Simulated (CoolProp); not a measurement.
Computed with CoolProp (reference Helmholtz-energy equation of state, Lemmon 2006). It is a short technical equation, of lower accuracy than the large ones.

Task: For carbonyl sulfide, give the phase and the density (kg/m³), isothermal compressibility (1/MPa), expansivity (1/kK) at 260.9 K and 1450 kPa; 260.9 K and 7240 kPa.

Result: 
- 260.9 K and 1450 kPa: liquid; density 1090, isothermal compressibility 0.00218, expansivity 2.21
- 260.9 K and 7240 kPa: liquid; density 1100, isothermal compressibility 0.00193, expansivity 2.04
